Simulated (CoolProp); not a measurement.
Vapour-liquid equilibrium of cyclohexane (1) + n-heptane (2) at 0.586 MPa; x and y are mole fractions of (1).

Values from CoolProp's multi-fluid Helmholtz-energy mixture model, Zhou 2014 and Span 2003; pair parameters Bell 2016.

```tsv
x	bubble temperature (K)	y at the bubble point	dew temperature at overall composition x (K)	liquid density (mol/L)
0.05	443.9	0.066	444.2	5.428
0.2	440.7	0.253	441.6	5.705
0.35	437.6	?	438.9	6.002
0.5	434.6	0.577	?	6.323
0.65	431.9	0.717	433.2	6.670
0.8	429.3	0.845	430.2	7.048
0.95	426.8	0.963	427.1	?
```

Some entries are withheld; supply them.


- 0.35, y at the bubble point: 0.423
- 0.5, dew temperature at overall composition x (K): 436.1
- 0.95, liquid density (mol/L): 7.461

No azeotrope shows between x = 0.05 and 0.95.

The pair parameters rest on a limited set of measurements; away from them the model extrapolates.
